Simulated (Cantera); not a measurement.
Feed: 1 mol SiCl4, 0.13 mol C3H8, 95 mol H2, held at 75.0 Torr.

Method: chemical equilibrium by Gibbs-energy minimisation in Cantera with the NASA 1993 tables (ideal gas, pure condensed phases). Candidate condensed phases: C, C6H6, C7H8, C8H18, Si, SiC; 109 gas species. Mutual solubility and eutectic melting of coexisting phases are not modelled. Gases not in the tables: Si2H6 and higher silanes. Kinetics and transport are ignored.

Q: What share of the Si ends up in condensed phases as a function of T (°C), at 802, 852, 902, 952, 1002, 1052, 1102, 1152, 1202, 1252, 1302, 1352, 1402?

A: 
```tsv
T (°C)	Si condensed (%)	as
802	38.9	SiC(s)
852	40.6	Si(s) + SiC(s)
902	50.5	Si(s) + SiC(s)
952	57.6	Si(s) + SiC(s)
1002	61.7	Si(s) + SiC(s)
1052	63.4	Si(s) + SiC(s)
1102	63.8	Si(s) + SiC(s)
1152	63.5	Si(s) + SiC(s)
1202	63.0	Si(s) + SiC(s)
1252	62.3	Si(s) + SiC(s)
1302	61.6	Si(s) + SiC(s)
1352	60.8	Si(s) + SiC(s)
1402	60.0	Si(s) + SiC(s)
```
